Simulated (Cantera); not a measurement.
Input: 1 mol CH3Cl, 0.78 mol F2, 6.6 mol H2, held at 2.90 Pa.

These are equilibrium values from Cantera (NASA tables, ideal gas, pure condensed phases), not measurements of a reactor. Candidate condensed phases: C, C6H6, C7H8, C8H18; 118 gas species. Kinetics and transport are ignored. All values below are at 2102 °C.

Base state: H 0.752, HF 0.0972, H2 0.0824, Cl 0.0548, HCl 0.00840, C3 0.00220, F 0.00132, C 0.000940 (mole fractions); condensed: C(graphite).

**Question.** What changes in the equilibrium state with this change: CH3Cl replaced by CCl4?

**Answer.** 
```
species             before     after
----------------  --------  --------
H                    0.752     0.597
Cl                  0.0548     0.223
HF                  0.0972    0.0958
H2                  0.0824    0.0519
HCl                0.00840    0.0271
C2H2 (acetylene)  0.000512  0.000323
C2H               0.000253  0.000201
C(graphite), mol     0.849     0.855
```

**Question.** What changes in the equilibrium state with this change: pressure from 2.90 Pa to 133 Pa?

**Answer.** 
```
species             before    after
----------------  --------  -------
H2                  0.0824    0.493
H                    0.752    0.271
HF                  0.0972    0.141
HCl                0.00840   0.0651
Cl                  0.0548   0.0256
C2                0.000198  4.32e-6
C                 0.000940  2.04e-5
C3                 0.00220  4.80e-5
C(graphite), mol     0.849    0.928
```
